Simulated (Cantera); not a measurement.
An isothermal, constant-pressure homogeneous reactor starts with NH3 : H2 = 1 : 22 (molar parts), at 1725 K and 2900 Pa. Integrator tolerance rtol = 1e-08.

Cantera simulation using the gas-phase N/H chemistry of the illustrative SiF4/NH3 mechanism in the Surface Chemkin manual (1991); the numbers are that mechanism's predictions, not measurements. Walls and surfaces, which speed up NH3 decomposition in real reactors, are not modelled.

What does this change do: H2 22 to 5 parts?


```tsv
quantity	before	after
x(NH3) at 20.0 s	0.0255 (gas-phase equilibrium 1.38e-7)	0.0797 (gas-phase equilibrium 2.36e-7)
x(H2) at 20.0 s	0.965 (gas-phase equilibrium 0.978)	0.883 (gas-phase equilibrium 0.928)
x(N) at 20.0 s	8.63e-8 (gas-phase equilibrium 7.67e-12)	9.68e-8 (gas-phase equilibrium 1.42e-11)
x(NH2) at 20.0 s	2.87e-5 (gas-phase equilibrium 3.93e-10)	6.41e-5 (gas-phase equilibrium 6.91e-10)
x(N2H2) at 20.0 s	2.29e-8 (gas-phase equilibrium <1e-12)	1.02e-7 (gas-phase equilibrium <1e-12)
x(NH) at 20.0 s	6.99e-7 (gas-phase equilibrium 2.44e-11)	1.11e-6 (gas-phase equilibrium 4.40e-11)
```
